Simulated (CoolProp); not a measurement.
A single-stage vapour-compression cycle with R407C: evaporating at 217.15 K (dew point), condensing at 260.15 K (bubble point), superheat 10 K, subcooling 5 K, compressor efficiency 0.85, no pressure losses. Each further row changes one setting.

The numbers come from the reference Helmholtz-energy equation of state, Lemmon 2003 in CoolProp. It is a pseudo-pure fit of the blend.

```
case                              cooling COP  pressure ratio  discharge temperature (K)  refrigerating effect (kJ/kg)  volumetric capacity (kJ/m³)
--------------------------------  -----------  --------------  -------------------------  ----------------------------  ---------------------------
as stated                                3.08            10.3                      319.5                           210                          346
evaporating temperature 222.15 K         3.59      (withheld)                 (withheld)                           214                   (withheld)
condensing temperature 255.15 K    (withheld)            8.53                 (withheld)                           217                          357
subcooling 10 K                    (withheld)            10.3                      319.5                           217                          357
superheat 20 K                           3.06            10.3                      330.9                           218                   (withheld)
compressor efficiency 0.75         (withheld)            10.3                      329.5                           210                          346
```

What belongs in the gaps?


- evaporating temperature 222.15 K, pressure ratio: 7.66
- evaporating temperature 222.15 K, discharge temperature (K): 313.3
- evaporating temperature 222.15 K, volumetric capacity (kJ/m³): 462
- condensing temperature 255.15 K, cooling COP: 3.50
- condensing temperature 255.15 K, discharge temperature (K): 311.7
- subcooling 10 K, cooling COP: 3.18
- superheat 20 K, volumetric capacity (kJ/m³): 342
- compressor efficiency 0.75, cooling COP: 2.72
